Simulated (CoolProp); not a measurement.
Vapour-liquid equilibrium of toluene (1) + n-decane (2) at 345.8 K; x and y are mole fractions of (1).

Values from CoolProp's multi-fluid Helmholtz-energy mixture model, Lemmon 2006 and Lemmon 2006; pair parameters Bell 2016.

```json
[
 {"x": "0.05", "bubble pressure, mixture model (bar)": "0.04377", "bubble pressure, Raoult's law (bar)": "0.04241", "y, mixture model": "0.372", "y, Raoult's law": "0.353"},
 {"x": "0.15", "bubble pressure, mixture model (bar)": "0.07517", "bubble pressure, Raoult's law (bar)": "0.06948", "y, mixture model": "0.673", "y, Raoult's law": "0.647"},
 {"x": "0.25", "bubble pressure, mixture model (bar)": "0.1068", "bubble pressure, Raoult's law (bar)": "0.09656", "y, mixture model": "0.796", "y, Raoult's law": "0.776"},
 {"x": "0.35", "bubble pressure, mixture model (bar)": "0.1370", "bubble pressure, Raoult's law (bar)": "0.1236", "y, mixture model": "0.861", "y, Raoult's law": "0.848"},
 {"x": "0.45", "bubble pressure, mixture model (bar)": "0.1651", "bubble pressure, Raoult's law (bar)": "0.1507", "y, mixture model": "0.901", "y, Raoult's law": "0.895"},
 {"x": "0.55", "bubble pressure, mixture model (bar)": "0.1911", "bubble pressure, Raoult's law (bar)": "0.1778", "y, mixture model": "0.928", "y, Raoult's law": "0.927"},
 {"x": "0.65", "bubble pressure, mixture model (bar)": "0.2154", "bubble pressure, Raoult's law (bar)": "0.2049", "y, mixture model": "0.948", "y, Raoult's law": "0.951"},
 {"x": "0.75", "bubble pressure, mixture model (bar)": "0.2389", "bubble pressure, Raoult's law (bar)": "0.2319", "y, mixture model": "0.964", "y, Raoult's law": "0.969"},
 {"x": "0.85", "bubble pressure, mixture model (bar)": "0.2623", "bubble pressure, Raoult's law (bar)": "0.2590", "y, mixture model": "0.979", "y, Raoult's law": "0.983"},
 {"x": "0.95", "bubble pressure, mixture model (bar)": "0.2868", "bubble pressure, Raoult's law (bar)": "0.2861", "y, mixture model": "0.993", "y, Raoult's law": "0.995"}
]
```

The largest gap from Raoult's law is +10.8 % in bubble pressure, at x = 0.35. No azeotrope shows between x = 0.05 and 0.95.

The pair parameters rest on a limited set of measurements; away from them the model extrapolates.
